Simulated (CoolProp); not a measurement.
Properties of sulfur dioxide along the isotherm 221.85 °C (Tc = 157.5 °C, pc = 78.87 bar, ω = 0.256).

Computed with CoolProp (reference Helmholtz-energy equation of state, Gao 2016).

```tsv
p (bar)	phase	density (kg/m³)	cv (kJ/(kg K))	Joule-Thomson coefficient (K/MPa)	fugacity coefficient
1.11	gas	1.733	0.5957	8.685	0.9970
1.62	gas	2.533	0.5961	8.685	0.9957
2.38	gas	3.729	…	8.685	0.9936
3.5	gas	5.500	0.5978	8.685	0.9906
5.14	gas	8.113	0.5992	8.685	0.9863
7.54	gas	11.98	0.6014	8.684	0.9799
11.1	gas	17.82	0.6046	8.681	0.9705
16.2	gas	…	0.6094	8.675	0.9570
23.8	gas	39.66	0.6168	8.659	0.9372
35	gas	60.44	0.6283	8.618	0.9083
51.4	gas	93.96	0.6467	8.507	0.8668
75.4	gas	…	0.6778	8.186	0.8077
111	supercritical	265.6	0.7322	7.165	0.7240
162	supercritical	503.6	0.7818	4.305	0.6159
238	supercritical	744.2	0.7540	1.626	…
350	supercritical	…	0.7375	0.6264	0.4245
```

Question: Fill in the missing entries.

Answer: 
- 2.38, cv (kJ/(kg K)): 0.5968
- 16.2, density (kg/m³): 26.39
- 75.4, density (kg/m³): 151.6
- 238, fugacity coefficient: 0.5051
- 350, density (kg/m³): 887.9
